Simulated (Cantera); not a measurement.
Input: 1 mol AlN, 22 mol HCl, 0.67 mol N2, equilibrated at 1998 K and 1.80e-5 bar.

Equilibrium computed with Cantera from the NASA thermochemical tables; the gas is ideal and each condensed phase is pure. Candidate condensed phases: Al, AlCl3, AlN, NH4Cl; 20 gas species. The tables' values for AlCl2 are old estimates; treat these amounts as uncertain. Rates play no part.

Base state: HCl 0.375, Cl 0.316, H 0.126, H2 0.112, N2 0.0385, AlCl 0.0320, AlCl2 0.000650, Al 0.000200 (mole fractions); condensed: gas only.

Problem. What changes in the equilibrium state with this change: temperature from 1998 K to 1373.15 K?

Solution. 
```json
[
 {"species": "HCl", "before": "0.375", "after": "0.837"},
 {"species": "H2", "before": "0.112", "after": "0.0656"},
 {"species": "N2", "before": "0.0385", "after": "0.0515"},
 {"species": "Cl", "before": "0.316", "after": "0.00213"},
 {"species": "H", "before": "0.126", "after": "0.000201"},
 {"species": "AlCl3", "before": "2.57e-5", "after": "0.0419"},
 {"species": "AlCl", "before": "0.0320", "after": "0.000655"},
 {"species": "Al", "before": "0.000200", "after": "<1e-9"},
 {"species": "AlCl2", "before": "0.000650", "after": "0.00145"}
]
```

Problem. What changes in the equilibrium state with this change: temperature from 1998 K to 1200 K?

Solution. 
```tsv
species	before	after
HCl	0.375	0.838
H2	0.112	0.0661
N2	0.0385	0.0516
Cl	0.316	0.000131
H	0.126	1.20e-5
AlCl	0.0320	9.74e-6
AlCl3	2.57e-5	0.0440
Al	0.000200	<1e-9
AlCl2	0.000650	0.000115
```
